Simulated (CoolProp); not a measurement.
Vapour-liquid equilibrium of R143a (1) + propane (2) at 202.2 K; x and y are mole fractions of (1).

The numbers come from the multi-fluid Helmholtz-energy mixture model, Lemmon and Jacobsen 2000 and Lemmon 2009; pair parameters Bell 2016 in CoolProp.

```
x     bubble pressure (bar)  y at the bubble point  dew pressure at overall composition x (bar)  liquid density (mol/L)
----  ---------------------  ---------------------  -------------------------------------------  ----------------------
0.05                 0.3002                  0.263                                       0.2414                   13.89
0.15                 0.3698                  0.440                                       0.2661                   13.88
0.25                 0.3948                  0.497                                       0.2959                   13.88
0.35                 0.4028                  0.520                                       0.3319                   13.90
0.45                 0.4052                  0.531                                       0.3744                   13.95
0.55                 0.4058                  0.542                                       0.4053                   14.02
0.65                 0.4042                  0.559                                       0.3803                   14.11
0.75                 0.3965                  0.595                                       0.3489                   14.23
0.85                 0.3750                  0.667                                       0.3197                   14.37
0.95                 0.3251                  0.831                                       0.2939                   14.54
```

y crosses x between x = 0.45 and 0.55: the model has an azeotrope there.

The pair parameters rest on a limited set of measurements; away from them the model extrapolates. With so large a gap from Raoult's law the liquid may split in two, which this calculation doesn't test in full.
